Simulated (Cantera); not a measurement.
**Adiabatic ignition**

An adiabatic, constant-volume homogeneous reactor starts with CH4 : O2 : N2 = 1 : 2.5 : 9.4 (molar parts), equivalence ratio 0.80, at 1475 K and 1.00 atm.

Cantera simulation using GRI-Mech 3.0 (53 species, 325 reactions); the numbers are that mechanism's predictions, not measurements.

| t (s) | T (K) | P (bar) | x CH4 | x O2 | x N2O | x CO2 | x CH2O |
|---|---|---|---|---|---|---|---|
| 2.00e-6 | 1475 | 1.01 | 0.0775 | 0.194 | <1e-12 | <1e-12 | 7.36e-10 |
| 4.11e-6 | 1475 | 1.01 | 0.0775 | 0.194 | <1e-12 | <1e-12 | 3.44e-9 |
| 8.46e-6 | 1475 | 1.01 | 0.0775 | 0.194 | <1e-12 | <1e-12 | 1.57e-8 |
| 1.74e-5 | 1475 | 1.01 | 0.0775 | 0.194 | 2.51e-12 | 5.27e-12 | 7.17e-8 |
| 3.58e-5 | 1475 | 1.01 | 0.0775 | 0.194 | 9.42e-12 | 4.34e-11 | 3.39e-7 |
| 7.37e-5 | 1475 | 1.01 | 0.0775 | 0.194 | 3.54e-11 | 4.55e-10 | 1.75e-6 |
| 0.000152 | 1475 | 1.01 | 0.0775 | 0.194 | 1.25e-10 | 6.40e-9 | 1.02e-5 |
| 0.000312 | 1475 | 1.01 | 0.0773 | 0.194 | 3.81e-10 | 1.19e-7 | 6.62e-5 |
| 0.000641 | 1479 | 1.02 | 0.0765 | 0.193 | 1.32e-9 | 2.18e-6 | 0.000401 |
| 0.00132 | 2485 | 1.81 | <1e-12 | 0.0541 | 3.42e-7 | 0.0318 | 2.70e-10 |
| 0.00271 | 2818 | 2.00 | <1e-12 | 0.0412 | 1.13e-6 | 0.0477 | 2.26e-10 |
| 0.00558 | 2815 | 2.00 | <1e-12 | 0.0405 | 1.16e-6 | 0.0477 | 2.26e-10 |
| 0.0115 | 2815 | 2.00 | <1e-12 | 0.0405 | 1.16e-6 | 0.0477 | 2.26e-10 |
| 0.0236 | 2815 | 2.00 | <1e-12 | 0.0405 | 1.16e-6 | 0.0477 | 2.26e-10 |
| 0.0486 | 2815 | 2.00 | <1e-12 | 0.0405 | 1.16e-6 | 0.0477 | 2.26e-10 |
| 0.100 | 2815 | 2.00 | <1e-12 | 0.0405 | 1.16e-6 | 0.0477 | 2.26e-10 |
x: mole fraction; the columns are a selection and need not sum to one.

The time of steepest temperature rise is 1.31 ms. The temperature at 0.100 s is 2815 K and the equilibrium temperature is 2815 K. The x(CH4) at 0.100 s is <1e-12 (gas-phase equilibrium <1e-12), the x(O2) at 0.100 s is 0.0405 (gas-phase equilibrium 0.0405) and the x(N2O) at 0.100 s is 1.16e-6 (gas-phase equilibrium 1.16e-6).
